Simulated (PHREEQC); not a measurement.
# Phosphoric acid bath

Make-up at 20 °C: 0.22 mol KH2PO4, 0.00047 mol HNO3 and 0.0022 mol ZnSO4 per kg of water. Closed to the air; pH follows from the charge balance.

All values are PHREEQC results (ion-association model, wateq4f.dat), not measurements.

Precipitation was switched off in this run.

Problem. What pH, ionic strength does the model give?

Solution. pH 4.28; ionic strength 0.228 mol/kgw.

Problem. In which forms is S present?

Solution. SO4-2 70 %, KSO4- 27 %, ZnSO4 2.9 % of the S.

Species that the database lacks are ignored. H3PO4, which wateq4f.dat lacks, is added to it with the constant of phreeqc.dat. The database has no phosphate complexes of Zn.
